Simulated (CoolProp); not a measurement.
Sulfur hexafluoride along the isotherm 65.45 °C: fugacity coefficient from the reference equation and from simpler models built on Tc = 45.6 °C, pc = 3.755 MPa, ω = 0.210; each cubic takes its own stable root.

Model: reference Helmholtz-energy equation of state, Guder 2009, in CoolProp.

```json
[
 {"p (MPa)": "0.782", "phase": "gas", "reference": "0.9436", "Redlich-Kwong": "0.9412", "Soave-Redlich-Kwong": "0.9427", "Peng-Robinson": "0.9357"},
 {"p (MPa)": "1.56", "phase": "gas", "reference": "0.8886", "Redlich-Kwong": "0.8841", "Soave-Redlich-Kwong": "0.8871", "Peng-Robinson": "0.8742"},
 {"p (MPa)": "2.35", "phase": "gas", "reference": "[?]", "Redlich-Kwong": "0.8273", "Soave-Redlich-Kwong": "0.8318", "Peng-Robinson": "0.8140"},
 {"p (MPa)": "3.13", "phase": "gas", "reference": "0.7798", "Redlich-Kwong": "0.7719", "Soave-Redlich-Kwong": "[?]", "Peng-Robinson": "0.7564"},
 {"p (MPa)": "3.91", "phase": "supercritical", "reference": "0.7261", "Redlich-Kwong": "0.7167", "Soave-Redlich-Kwong": "0.7248", "Peng-Robinson": "0.7003"},
 {"p (MPa)": "4.69", "phase": "supercritical", "reference": "0.6715", "Redlich-Kwong": "0.6606", "Soave-Redlich-Kwong": "0.6714", "Peng-Robinson": "0.6452"},
 {"p (MPa)": "5.48", "phase": "supercritical", "reference": "[?]", "Redlich-Kwong": "0.6038", "Soave-Redlich-Kwong": "0.6178", "Peng-Robinson": "0.5912"},
 {"p (MPa)": "6.26", "phase": "supercritical", "reference": "0.5647", "Redlich-Kwong": "0.5555", "Soave-Redlich-Kwong": "0.5706", "Peng-Robinson": "0.5439"},
 {"p (MPa)": "7.04", "phase": "supercritical", "reference": "0.5229", "Redlich-Kwong": "0.5161", "Soave-Redlich-Kwong": "0.5314", "Peng-Robinson": "0.5047"},
 {"p (MPa)": "7.82", "phase": "supercritical", "reference": "0.4887", "Redlich-Kwong": "0.4840", "Soave-Redlich-Kwong": "0.4991", "Peng-Robinson": "0.4724"},
 {"p (MPa)": "8.61", "phase": "supercritical", "reference": "0.4601", "Redlich-Kwong": "0.4572", "Soave-Redlich-Kwong": "0.4721", "Peng-Robinson": "0.4452"},
 {"p (MPa)": "9.39", "phase": "supercritical", "reference": "0.4366", "Redlich-Kwong": "[?]", "Soave-Redlich-Kwong": "0.4497", "Peng-Robinson": "0.4226"}
]
```

### Question
Complete the blanks.

### Answer

- 2.35, reference: 0.8336
- 3.13, Soave-Redlich-Kwong: 0.7781
- 5.48, reference: 0.6154
- 9.39, Redlich-Kwong: 0.4350
